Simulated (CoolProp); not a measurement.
Vapour-liquid equilibrium of R125 (1) + propane (2) at 315 K; x and y are mole fractions of (1).

Values from CoolProp's multi-fluid Helmholtz-energy mixture model, Lemmon 2005 and Lemmon 2009; pair parameters Bell 2016.

| x | bubble pressure (MPa) | y at the bubble point | dew pressure at overall composition x (MPa) | liquid density (mol/L) |
|---|---|---|---|---|
| 0.05 | 1.625 | 0.130 | 1.500 | 10.34 |
| 0.125 | 1.855 | 0.257 | 1.618 | 10.06 |
| 0.2 | 2.026 | 0.342 | 1.748 | 9.784 |
| 0.275 | 2.154 | 0.406 | 1.892 | 9.520 |
| 0.35 | 2.251 | 0.459 | ___ | 9.273 |
| 0.425 | 2.324 | 0.507 | 2.190 | 9.053 |
| 0.5 | ___ | 0.554 | 2.314 | 8.870 |
| 0.575 | ___ | 0.601 | 2.394 | 8.734 |
| 0.65 | 2.421 | 0.651 | 2.421 | 8.654 |
| 0.725 | 2.411 | 0.706 | 2.402 | ___ |
| 0.8 | 2.373 | 0.768 | 2.345 | 8.663 |
| 0.875 | 2.304 | 0.841 | ___ | 8.741 |
| 0.95 | 2.196 | 0.928 | 2.167 | 8.856 |

Question: Complete the blanks.

Answer: 
- 0.35, dew pressure at overall composition x (MPa): 2.043
- 0.5, bubble pressure (MPa): 2.376
- 0.575, bubble pressure (MPa): 2.409
- 0.725, liquid density (mol/L): 8.631
- 0.875, dew pressure at overall composition x (MPa): 2.264

y crosses x between x = 0.65 and 0.725: the model has an azeotrope there.

The pair parameters rest on a limited set of measurements; away from them the model extrapolates.
